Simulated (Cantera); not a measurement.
Feed: 1 mol borazine, 4.2 mol H2O, 32 mol N2, held at 2325 K and 13300 Pa.

Equilibrium computed with Cantera from the NASA thermochemical tables; the gas is ideal and each condensed phase is pure. The feed counts by its element totals alone. Kinetics and transport are ignored.

| species | before | after |
|---|---|---|
| N2 | 0.784 | 0.898 |
| H2 | 0.148 | 0.0853 |
| H | 0.0116 | 0.00880 |
| B2O3 | 0.0133 | 1.80e-6 |
| HBO2 | 0.0126 | 4.17e-6 |
| HBO | 0.0140 | 0.00330 |
| BO | 0.0121 | 0.00375 |
| BO2 | 0.000198 | 8.63e-8 |
| H2O | 0.00195 | 1.58e-6 |
| OH | 2.55e-5 | 2.72e-8 |
| B | 1.18e-7 | 2.61e-5 |
| BH2 | 3.88e-7 | 4.97e-5 |
| B2O | 4.06e-7 | 2.79e-5 |
| BN(s), mol | 0 | 2.73 |
Gas species are given as mole fractions.

Task: Which change was made?
A) N2 from 32 to 1.4 mol
B) temperature from 2325 K to 1948 K
C) temperature from 2325 K to 1223.15 K
D) H2O from 4.2 to 0.27 mol

Result: D, H2O from 4.2 to 0.27 mol. The tables' values for BH2 are old estimates; treat these amounts as uncertain
